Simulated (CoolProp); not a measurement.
Vapour-liquid equilibrium of benzene (1) + octamethylcyclotetrasiloxane (D4) (2) at 0.0635 MPa; x and y are mole fractions of (1).

Computed with CoolProp (multi-fluid Helmholtz-energy mixture model, Thol 2012 and Thol 2015; pair parameters Bell 2016).

| x | bubble temperature (°C) | y at the bubble point | dew temperature at overall composition x (°C) | liquid density (mol/L) |
|---|---|---|---|---|
| 0.05 | 147.0 | 0.304 | ___ | 2.828 |
| 0.125 | 131.1 | ___ | ___ | 3.095 |
| 0.2 | 117.6 | 0.776 | 151.2 | 3.382 |
| 0.275 | 106.9 | 0.865 | 148.2 | 3.690 |
| 0.35 | 98.5 | 0.913 | ___ | 4.025 |
| 0.425 | 92.0 | 0.942 | 141.5 | 4.398 |
| 0.5 | 86.8 | 0.959 | 137.6 | 4.819 |
| 0.575 | 82.5 | 0.971 | 133.3 | 5.302 |
| 0.65 | 78.8 | ___ | 128.3 | 5.866 |
| 0.725 | 75.5 | 0.986 | 122.4 | 6.535 |
| 0.8 | 72.5 | 0.991 | 115.1 | 7.342 |
| 0.875 | ___ | 0.995 | 105.3 | 8.336 |
| 0.95 | 67.2 | 0.998 | 89.7 | 9.589 |

**Question.** What belongs in the gaps?

**Answer.** 
- 0.05, dew temperature at overall composition x (°C): 156.6
- 0.125, y at the bubble point: 0.609
- 0.125, dew temperature at overall composition x (°C): 154.0
- 0.35, dew temperature at overall composition x (°C): 145.0
- 0.65, y at the bubble point: 0.980
- 0.875, bubble temperature (°C): 69.7

No azeotrope shows between x = 0.05 and 0.95.

The pair parameters rest on a limited set of measurements; away from them the model extrapolates.
